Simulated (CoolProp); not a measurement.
Vapour-liquid equilibrium of isohexane (1) + benzene (2) at 0.275 bar; x and y are mole fractions of (1).

Model: multi-fluid Helmholtz-energy mixture model, Lemmon 2006 and Thol 2012; pair parameters Bell 2016, in CoolProp.

```json
[
 {"x": "0.05", "bubble temperature (°C)": "39.6", "y at the bubble point": "0.168", "dew temperature at overall composition x (°C)": "42.0", "liquid density (mol/L)": "10.73"},
 {"x": "0.125", "bubble temperature (°C)": "___", "y at the bubble point": "0.329", "dew temperature at overall composition x (°C)": "40.5", "liquid density (mol/L)": "10.42"},
 {"x": "0.2", "bubble temperature (°C)": "33.7", "y at the bubble point": "0.434", "dew temperature at overall composition x (°C)": "38.9", "liquid density (mol/L)": "10.11"},
 {"x": "0.275", "bubble temperature (°C)": "___", "y at the bubble point": "0.509", "dew temperature at overall composition x (°C)": "37.3", "liquid density (mol/L)": "9.812"},
 {"x": "0.35", "bubble temperature (°C)": "30.6", "y at the bubble point": "0.569", "dew temperature at overall composition x (°C)": "35.6", "liquid density (mol/L)": "9.525"},
 {"x": "0.425", "bubble temperature (°C)": "29.5", "y at the bubble point": "0.621", "dew temperature at overall composition x (°C)": "33.9", "liquid density (mol/L)": "9.251"},
 {"x": "0.5", "bubble temperature (°C)": "28.6", "y at the bubble point": "0.668", "dew temperature at overall composition x (°C)": "32.1", "liquid density (mol/L)": "___"},
 {"x": "0.575", "bubble temperature (°C)": "27.8", "y at the bubble point": "0.714", "dew temperature at overall composition x (°C)": "30.4", "liquid density (mol/L)": "8.741"},
 {"x": "0.65", "bubble temperature (°C)": "27.0", "y at the bubble point": "0.761", "dew temperature at overall composition x (°C)": "28.9", "liquid density (mol/L)": "8.504"},
 {"x": "0.725", "bubble temperature (°C)": "26.4", "y at the bubble point": "0.808", "dew temperature at overall composition x (°C)": "27.6", "liquid density (mol/L)": "8.278"},
 {"x": "0.8", "bubble temperature (°C)": "25.8", "y at the bubble point": "0.857", "dew temperature at overall composition x (°C)": "___", "liquid density (mol/L)": "8.062"},
 {"x": "0.875", "bubble temperature (°C)": "25.2", "y at the bubble point": "0.909", "dew temperature at overall composition x (°C)": "25.6", "liquid density (mol/L)": "7.856"},
 {"x": "0.95", "bubble temperature (°C)": "24.7", "y at the bubble point": "0.963", "dew temperature at overall composition x (°C)": "24.8", "liquid density (mol/L)": "7.659"}
]
```

Q: What belongs in the gaps?

A: 
- 0.125, bubble temperature (°C): 36.1
- 0.275, bubble temperature (°C): 31.9
- 0.5, liquid density (mol/L): 8.990
- 0.8, dew temperature at overall composition x (°C): 26.5

No azeotrope shows between x = 0.05 and 0.95.

The pair parameters rest on a limited set of measurements; away from them the model extrapolates.
